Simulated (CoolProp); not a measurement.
Vapour-liquid equilibrium of R22 (1) + R123 (2) at 67.35 °C; x and y are mole fractions of (1).

Values from CoolProp's multi-fluid Helmholtz-energy mixture model, Kamei 1995 and Younglove 1994; pair parameters Bell 2016.

```
x      bubble pressure (kPa)  y at the bubble point  dew pressure at overall composition x (kPa)  liquid density (mol/L)
-----  ---------------------  ---------------------  -------------------------------------------  ----------------------
0.05                   445.7                  0.229                                        368.2                   8.960
0.125                  596.4                  0.447                                        397.2                   9.173
0.2                    756.0                  0.584                                            ?                   9.389
0.275                  922.3                  0.678                                        470.7                   9.608
0.35                    1094                  0.745                                        518.4                   9.829
0.425                   1270                  0.795                                            ?                   10.05
0.5                     1449                  0.835                                        649.3                   10.27
0.575                   1632                  0.868                                        742.5                   10.49
0.65                    1820                  0.895                                        866.2                   10.71
0.725                   2014                  0.920                                         1038                   10.91
0.8                     2217                  0.942                                         1289                   11.10
0.875                      ?                  0.963                                         1680                   11.26
0.95                    2667                  0.985                                         2296                   11.37
```

Question: What belongs in the gaps?

Answer: 
- 0.2, dew pressure at overall composition x (kPa): 430.9
- 0.425, dew pressure at overall composition x (kPa): 576.6
- 0.875, bubble pressure (kPa): 2433

No azeotrope shows between x = 0.05 and 0.95.

The pair parameters rest on a limited set of measurements; away from them the model extrapolates.
